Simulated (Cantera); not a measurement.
# Low-pressure radical oxidation in H2/O2

A perfectly stirred reactor is fed with H₂ : O₂ : N₂ = 0.016 : 1 : 0.6 (molar parts), at 0.0267 bar; it is held at 1225 K, and followed from long to short residence time.

Detailed kinetics in Cantera: the H2/O2 subset of GRI-Mech 3.0, which has no nitrogen chemistry. Radical loss at walls, strong at low pressure, is not modelled.

```tsv
τ (s)	x H₂	x O₂	x OH	x H₂O₂	x O	x HO₂
0.35	6.55e-5	0.615	0.000420	2.83e-8	0.00179	8.19e-7
0.17	9.93e-5	0.615	0.000520	3.25e-8	0.00260	1.01e-6
0.084	0.000151	0.614	0.000632	3.70e-8	0.00355	1.21e-6
0.041	0.000237	0.613	0.000763	4.28e-8	0.00457	1.42e-6
0.020	0.000386	0.612	0.000915	5.10e-8	0.00541	1.63e-6
0.0097	0.000654	0.612	0.00109	6.33e-8	0.00590	1.84e-6
0.0047	0.00114	0.612	0.00130	8.06e-8	0.00590	2.05e-6
0.0023	0.00200	0.612	0.00148	1.00e-7	0.00537	2.21e-6
0.0011	0.00354	0.613	0.00155	1.11e-7	0.00422	2.26e-6
0.00055	0.00596	0.615	0.00125	8.57e-8	0.00253	2.08e-6
```
x: mole fraction; the columns are a selection and need not sum to one.
